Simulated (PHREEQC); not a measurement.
A solution holds 1.6 mmol/kgw PbCl2, at 5 °C. Closed to the air; pH follows from the charge balance.

All values are PHREEQC results (ion-association model, phreeqc.dat), not measurements.

This is a speciation only: nothing precipitates in the calculation.

**Question.** What pH does the model give?

**Answer.** pH 5.32.

**Question.** In which forms is Pb present?

**Answer.** Pb+2 94 %, PbCl+ 5.2 % of the Pb.

Complexes and solids missing from the database can't appear. At this temperature some constants are extrapolated from 25 °C, and those without enthalpy data are left unchanged.
